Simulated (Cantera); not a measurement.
Thermodynamics of abatement and gas-phase synthesis, feed NH3 + SO2 + O2

Feed: 1 mol NH3, a varied amount of SO2, 1.5 mol O2, equilibrated at 2752 °C and 0.100 bar.

Cantera equilibrium calculation (NASA polynomials, part measured and part estimated; ideal gas, pure solids and liquids). Candidate condensed phases: H2O, H2SO4, S; 35 gas species. Equilibrium is a limit: real reactors are often held back by kinetics, nucleation or transport.

```json
[
 {"n(SO2) (mol)": "0.016", "x H2O": "0.191", "x O2": "0.158", "x O": "0.155", "x H": "0.147", "x OH": "0.128", "x N2": "0.126", "x H2": "0.0741", "x SO2": "0.00265", "x SO": "0.00146", "x NO": "0.0170"},
 {"n(SO2) (mol)": "0.058", "x H2O": "0.187", "x O2": "0.157", "x O": "0.154", "x H": "0.145", "x OH": "0.127", "x N2": "0.124", "x H2": "0.0729", "x SO2": "0.00946", "x SO": "0.00521", "x NO": "0.0169"},
 {"n(SO2) (mol)": "0.099", "x H2O": "0.184", "x O2": "0.156", "x O": "0.154", "x H": "0.144", "x OH": "0.125", "x N2": "0.122", "x H2": "0.0718", "x SO2": "0.0159", "x SO": "0.00878", "x NO": "0.0167"},
 {"n(SO2) (mol)": "0.14", "x H2O": "0.181", "x O2": "0.155", "x O": "0.154", "x H": "0.143", "x OH": "0.124", "x N2": "0.120", "x H2": "0.0706", "x SO2": "0.0221", "x SO": "0.0123", "x NO": "0.0165"},
 {"n(SO2) (mol)": "0.18", "x H2O": "0.178", "x O2": "0.154", "x O": "0.153", "x H": "0.142", "x OH": "0.123", "x N2": "0.118", "x H2": "0.0696", "x SO2": "0.0280", "x SO": "0.0156", "x NO": "0.0164"},
 {"n(SO2) (mol)": "0.22", "x H2O": "0.174", "x O2": "0.154", "x O": "0.153", "x H": "0.141", "x OH": "0.122", "x N2": "0.117", "x H2": "0.0686", "x SO2": "0.0337", "x SO": "0.0188", "x NO": "0.0162"},
 {"n(SO2) (mol)": "0.27", "x H2O": "0.171", "x O2": "0.153", "x O": "0.152", "x H": "0.140", "x OH": "0.120", "x N2": "0.115", "x H2": "0.0673", "x SO2": "0.0406", "x SO": "0.0227", "x NO": "0.0160"},
 {"n(SO2) (mol)": "0.31", "x H2O": "0.168", "x O2": "0.152", "x O": "0.152", "x H": "0.139", "x OH": "0.119", "x N2": "0.113", "x H2": "0.0663", "x SO2": "0.0460", "x SO": "0.0257", "x NO": "0.0159"},
 {"n(SO2) (mol)": "0.35", "x H2O": "0.165", "x O2": "0.151", "x O": "0.152", "x H": "0.138", "x OH": "0.118", "x N2": "0.112", "x H2": "0.0654", "x SO2": "0.0512", "x SO": "0.0287", "x NO": "0.0157"},
 {"n(SO2) (mol)": "0.39", "x H2O": "0.162", "x O2": "0.151", "x O": "0.151", "x H": "0.137", "x OH": "0.117", "x N2": "0.110", "x H2": "0.0645", "x SO2": "0.0563", "x SO": "0.0316", "x NO": "0.0156"},
 {"n(SO2) (mol)": "0.43", "x H2O": "0.160", "x O2": "0.150", "x O": "0.151", "x H": "0.136", "x OH": "0.116", "x N2": "0.109", "x H2": "0.0635", "x SO2": "0.0612", "x SO": "0.0345", "x NO": "0.0154"},
 {"n(SO2) (mol)": "0.47", "x H2O": "0.157", "x O2": "0.149", "x O": "0.151", "x H": "0.135", "x OH": "0.115", "x N2": "0.107", "x H2": "0.0627", "x SO2": "0.0660", "x SO": "0.0372", "x NO": "0.0153"}
]
```
x: gas mole fraction; nothing condenses.

From 0.016 mol SO2 to 0.47 mol SO2 nothing is condensed.
